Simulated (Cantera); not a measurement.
Input: 1 mol SiH2Cl2, 3.6 mol H2, at 0.750 Torr.

Equilibrium computed with Cantera from the NASA thermochemical tables; the gas is ideal and each condensed phase is pure. Candidate condensed phases: Si; 19 gas species. The tables' values for SiCl3, SiCl are old estimates; treat these amounts as uncertain. Equilibrium is a limit: real reactors are often held back by kinetics, nucleation or transport.

log p: log10 of the partial pressure in bar; n: condensed amount in mol.

```csv
T (K),log p H2,log p HCl,log p SiCl2,log p SiCl4,log p SiCl3,log p SiHCl3,n Si(s)
898,-3.05,-4.63,-6.08,-4.08,-5.92,-5.05,0.515
948,-3.06,-4.43,-5.61,-4.10,-5.62,-5.09,0.528
998,-3.07,-4.25,-5.20,-4.15,-5.37,-5.13,0.542
1048,-3.08,-4.10,-4.84,-4.23,-5.17,[?],0.550
1098,-3.09,-3.98,-4.55,-4.37,-5.03,[?],0.547
1148,-3.11,-3.89,-4.33,-4.57,-4.98,[?],0.530
1198,-3.12,-3.84,-4.19,-4.87,-5.00,[?],0.505
1248,-3.12,-3.81,-4.10,-5.25,-5.10,[?],0.482
1298,-3.13,-3.80,-4.06,-5.66,-5.25,[?],0.466
1348,-3.13,-3.80,-4.03,-6.07,-5.40,[?],0.454
1398,-3.13,-3.81,-4.02,-6.47,-5.56,[?],0.445
1448,-3.13,-3.81,-4.01,-6.84,-5.71,[?],0.438
1498,-3.13,-3.82,-4.00,-7.20,-5.85,[?],0.431
1548,-3.13,-3.82,-3.99,-7.53,-5.99,[?],0.425
```

### Question
Complete the blanks.

### Answer

- 1048, log p SiHCl3: -5.21
- 1098, log p SiHCl3: -5.32
- 1148, log p SiHCl3: -5.49
- 1198, log p SiHCl3: -5.72
- 1248, log p SiHCl3: -6.01
- 1298, log p SiHCl3: -6.33
- 1348, log p SiHCl3: -6.64
- 1398, log p SiHCl3: -6.94
- 1448, log p SiHCl3: -7.23
- 1498, log p SiHCl3: -7.50
- 1548, log p SiHCl3: -7.75
